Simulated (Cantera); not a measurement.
**Tantalum, niobium, vanadium and zirconium in process gases: Ta + CO₂ + H₂**

Input: 1 mol Ta, 8.6 mol CO₂, 9.3 mol H₂, held at 101000 Pa.

These are equilibrium values from Cantera (NASA tables, ideal gas, pure condensed phases), not measurements of a reactor. Candidate condensed phases: C, C₆H₆, C₇H₈, C₈H₁₈, H₂O, Ta, TaC, Ta₂O₅; 113 gas species. Kinetics and transport are ignored.

From 2123 K to 2448 K the condensed part is Ta₂O₅(l). The main Ta-bearing gas is TaO₂ throughout.

| T (K) | x CO | x H₂O | x H₂ | x CO₂ | x H | x OH | n Ta₂O₅(l) |
|---|---|---|---|---|---|---|---|
| 2123 | 0.400 | 0.260 | 0.258 | 0.0802 | 0.00181 | 0.000226 | 0.500 |
| 2148 | 0.400 | 0.261 | 0.257 | 0.0795 | 0.00210 | 0.000274 | 0.500 |
| 2173 | 0.401 | 0.261 | 0.256 | 0.0788 | 0.00243 | 0.000331 | 0.500 |
| 2198 | 0.402 | 0.262 | 0.255 | 0.0781 | 0.00280 | 0.000399 | 0.500 |
| 2223 | 0.402 | 0.262 | 0.254 | 0.0774 | 0.00321 | 0.000478 | 0.500 |
| 2248 | 0.403 | 0.263 | 0.254 | 0.0767 | 0.00368 | 0.000570 | 0.500 |
| 2273 | 0.403 | 0.263 | 0.253 | 0.0761 | 0.00419 | 0.000678 | 0.500 |
| 2298 | 0.404 | 0.264 | 0.252 | 0.0755 | 0.00477 | 0.000803 | 0.500 |
| 2323 | 0.404 | 0.264 | 0.251 | 0.0749 | 0.00542 | 0.000948 | 0.500 |
| 2348 | 0.404 | 0.264 | 0.250 | 0.0743 | 0.00613 | 0.00111 | 0.500 |
| 2373 | 0.405 | 0.264 | 0.249 | 0.0737 | 0.00692 | 0.00131 | 0.500 |
| 2398 | 0.405 | 0.264 | 0.248 | 0.0732 | 0.00779 | 0.00152 | 0.500 |
| 2423 | 0.405 | 0.265 | 0.247 | 0.0726 | 0.00875 | 0.00177 | 0.500 |
| 2448 | 0.405 | 0.265 | 0.246 | 0.0721 | 0.00981 | 0.00206 | 0.500 |
x: gas mole fraction; n: condensed amount in mol.
